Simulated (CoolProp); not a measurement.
Normal hydrogen at 298.15 K and 0.671 MPa is throttled through a valve to 0.286 MPa with no heat exchange. Each further row changes one setting.

Computed with CoolProp (reference Helmholtz-energy equation of state, Leachman 2009).

| case | temperature change (K) | final density (kg/m³) |
|---|---|---|
| as stated | +0.1 | 0.232 |
| outlet pressure 0.0858 MPa | +0.2 | 0.0697 |
| outlet pressure 0.372 MPa | +0.1 | 0.302 |
